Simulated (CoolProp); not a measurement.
R1336mzz(Z) along the isotherm 63.55 °C: density (kg/m³) from the reference equation and from simpler models built on Tc = 171.3 °C, pc = 29.04 bar, ω = 0.386; each cubic takes its own stable root.

Computed with CoolProp (reference Helmholtz-energy equation of state, McLinden 2020).

```
p (bar)   phase  reference
-------  ------  ---------
0.459       gas      2.733
0.943       gas      5.716
1.94        gas      12.23
3.98     liquid       1259
8.16     liquid       1261
16.8     liquid       1266
34.4     liquid       1275
70.7     liquid       1291
145      liquid       1320
```

**Question.** How far does each simpler model (van der Waals, Redlich-Kwong, Soave-Redlich-Kwong, Peng-Robinson) lie from the reference over these 9 states: mean and median of the absolute difference, and the worst?

**Answer.** 
- van der Waals: mean 40.6 %, median 40.9 %, worst -98.0 % at 63.55 °C and 3.98 bar
- Redlich-Kwong: mean 21.6 %, median 17.6 %, worst -97.9 % at 63.55 °C and 3.98 bar
- Soave-Redlich-Kwong: mean 9.8 %, median 13.7 %, worst -15.2 % at 63.55 °C and 3.98 bar
- Peng-Robinson: mean 2.3 %, median 2.7 %, worst -3.9 % at 63.55 °C and 3.98 bar

At some of these states van der Waals, Redlich-Kwong gives the other phase, because its saturation line lies elsewhere.
